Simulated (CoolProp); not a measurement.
Vapour-liquid equilibrium of isobutane (1) + n-butane (2) at 0.987 bar; x and y are mole fractions of (1).

The numbers come from the multi-fluid Helmholtz-energy mixture model, Bücker 2006 and Bücker 2006; pair parameters Kunz 2012 in CoolProp.

| x | bubble temperature, mixture model (K) | bubble temperature, Raoult's law (K) | y, mixture model | y, Raoult's law |
|---|---|---|---|---|
| 0.05 | 271.3 | 271.3 | 0.074 | 0.074 |
| 0.2 | 269.3 | 269.3 | ? | 0.277 |
| 0.35 | 267.5 | 267.5 | ? | 0.454 |
| 0.5 | 265.8 | 265.8 | 0.603 | 0.608 |
| 0.65 | 264.2 | 264.2 | ? | 0.743 |
| 0.8 | 262.6 | 262.6 | ? | 0.862 |
| 0.95 | 261.2 | 261.2 | ? | 0.968 |

Problem. Some entries are withheld; supply them.

Solution. 
- 0.2, y, mixture model: 0.274
- 0.35, y, mixture model: 0.449
- 0.65, y, mixture model: 0.738
- 0.8, y, mixture model: 0.859
- 0.95, y, mixture model: 0.967

The largest gap from Raoult's law is +0.0 K in bubble temperature, at x = 0.2. No azeotrope shows between x = 0.05 and 0.95.

Pair parameters are fitted to limited data, so mixtures are less certain than the pure fluids.
